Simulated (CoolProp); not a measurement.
Properties of normal hydrogen at several states.

Computed with CoolProp (reference Helmholtz-energy equation of state, Leachman 2009).

| T (K) | p (bar) | phase | isothermal compressibility (1/MPa) | expansivity (1/kK) | conductivity (mW/(m K)) |
|---|---|---|---|---|---|
| 772.5 | 9.22 | gas | 1.082 | 1.291 | ___ |
| 52.7 | 61.7 | supercritical | 0.1336 | ___ | ___ |
| 931.4 | 0.792 | gas | 12.62 | 1.073 | ___ |
| 986.2 | 3.92 | gas | 2.549 | 1.013 | 455 |
| 439.7 | 12.4 | gas | 0.8021 | 2.264 | ___ |
| 70.3 | 8.56 | gas | 1.192 | 15.46 | ___ |

Some entries are withheld; supply them.


- 772.5, conductivity (mW/(m K)): 374
- 52.7, expansivity (1/kK): 33.88
- 52.7, conductivity (mW/(m K)): 83.2
- 931.4, conductivity (mW/(m K)): 434
- 439.7, conductivity (mW/(m K)): 248
- 70.3, conductivity (mW/(m K)): 53.3

Thermal conductivity comes from a separate model (Assael 2011).
